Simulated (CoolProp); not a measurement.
Vapour-liquid equilibrium of n-pentane (1) + toluene (2) at 0.199 MPa; x and y are mole fractions of (1).

The numbers come from the multi-fluid Helmholtz-energy mixture model, Thol 2019 and Lemmon 2006; pair parameters Bell 2016 in CoolProp.

```
x     bubble temperature (K)  y at the bubble point  dew temperature at overall composition x (K)  liquid density (mol/L)
----  ----------------------  ---------------------  --------------------------------------------  ----------------------
0.05                   396.9                  0.293                                         407.4                   8.259
0.2                    372.1                  0.689                                             ?                   8.403
0.35                   358.2                  0.829                                         394.0                   8.428
0.5                    349.2                  0.896                                         385.6                   8.396
0.65                   342.5                  0.937                                             ?                   8.335
0.8                        ?                  0.967                                         361.5                   8.258
0.95                   332.1                  0.992                                         340.3                   8.172
```

Problem. Fill in the missing entries.

Solution. 
- 0.2, dew temperature at overall composition x (K): 401.2
- 0.65, dew temperature at overall composition x (K): 375.3
- 0.8, bubble temperature (K): 337.0

No azeotrope shows between x = 0.05 and 0.95.

Pair parameters are fitted to limited data, so mixtures are less certain than the pure fluids.
